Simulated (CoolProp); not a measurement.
Vapour-liquid equilibrium of isohexane (1) + benzene (2) at 383 K; x and y are mole fractions of (1).

Model: multi-fluid Helmholtz-energy mixture model, Lemmon 2006 and Thol 2012; pair parameters Bell 2016, in CoolProp.

Problem. Give the bubble pressure and the first vapour's composition at x = 0.2, 0.8, 0.95. Is there an azeotrope?

Solution. x = 0.2: 293.8 kPa, y = 0.337; x = 0.8: 375.4 kPa, y = 0.834; x = 0.95: 387.0 kPa, y = 0.958. No azeotrope shows between x = 0.05 and 0.95.

The pair parameters rest on a limited set of measurements; away from them the model extrapolates.
